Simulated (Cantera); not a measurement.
A closed system holds: 1 mol CO2, 3.3 mol H2O, 0.95 mol O2, at 875 °C and 77.0 mbar.

Cantera equilibrium calculation (NASA polynomials, part measured and part estimated; ideal gas, pure solids and liquids). Candidate condensed phases: C, C6H6, C7H8, C8H18, H2O; 110 gas species. The numbers say what is thermodynamically allowed, not how fast it happens.

Base state: H2O 0.629, CO2 0.190, O2 0.181 (mole fractions); condensed: gas only.

Problem. What changes in the equilibrium state with this change: CO2 replaced by PH3?

Solution. 
| species | before | after |
|---|---|---|
| H2O | 0.629 | 0.535 |
| H2 | 2.19e-8 | 0.415 |
| P4O10 | 0 | 0.0494 |
| CO2 | 0.190 | 0 |
| O2 | 0.181 | <1e-9 |
| PO2 | 0 | 0.000247 |
| P2 | 0 | 9.28e-5 |
| PO | 0 | 2.98e-5 |
Gases not in the tables: HPO2, HPO3 and P4O6. Further candidate phases: P, P4O10.

Problem. What changes in the equilibrium state with this change: temperature from 875 °C to 1975 °C?

Solution. 
```csv
species,before,after
H2O,0.629,0.593
O2,0.181,0.178
CO2,0.190,0.174
OH,6.57e-6,0.0267
CO,7.86e-9,0.0124
H,<1e-9,0.00233
O,1.22e-8,0.00555
```
